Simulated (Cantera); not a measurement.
A perfectly stirred reactor is fed with CH4 : O2 : N2 = 0.0057 : 0.029 : 1 (molar parts), at 0.960 bar; it is held at 1275 K, and followed from long to short residence time.

Detailed kinetics in Cantera: GRI-Mech 3.0 (53 species, 325 reactions).

Task: What does this change do: temperature 1275 to 1550 K?

Result: 
| quantity | before | after |
|---|---|---|
| x(CH4) at τ = 17.0 s | 1.09e-6 | 2.29e-7 |
| x(O2) at τ = 17.0 s | 0.0170 | 0.0170 |
| x(C2H4) at τ = 17.0 s | 7.77e-10 | 1.02e-11 |
| x(NO) at τ = 17.0 s | 5.43e-7 | 4.19e-6 |
| x(CH2O) at τ = 17.0 s | 5.79e-8 | 1.70e-8 |
| x(CH4) at τ = 0.200 s | 1.95e-5 | 4.04e-6 |
| x(O2) at τ = 0.200 s | 0.0171 | 0.0170 |
| x(C2H4) at τ = 0.200 s | 1.47e-8 | 4.17e-10 |
| x(NO) at τ = 0.200 s | 2.37e-7 | 3.22e-6 |
| x(CH2O) at τ = 0.200 s | 1.30e-6 | 3.88e-7 |

Task: What does this change do: temperature 1275 to 1523 K?

Result: 
| quantity | before | after |
|---|---|---|
| x(CH4) at τ = 17.0 s | 1.09e-6 | 2.63e-7 |
| x(O2) at τ = 17.0 s | 0.0170 | 0.0170 |
| x(C2H4) at τ = 17.0 s | 7.77e-10 | 1.52e-11 |
| x(NO) at τ = 17.0 s | 5.43e-7 | 3.04e-6 |
| x(CH2O) at τ = 17.0 s | 5.79e-8 | 1.88e-8 |
| x(CH4) at τ = 0.200 s | 1.95e-5 | 4.56e-6 |
| x(O2) at τ = 0.200 s | 0.0171 | 0.0170 |
| x(C2H4) at τ = 0.200 s | 1.47e-8 | 5.51e-10 |
| x(NO) at τ = 0.200 s | 2.37e-7 | 2.65e-6 |
| x(CH2O) at τ = 0.200 s | 1.30e-6 | 4.25e-7 |
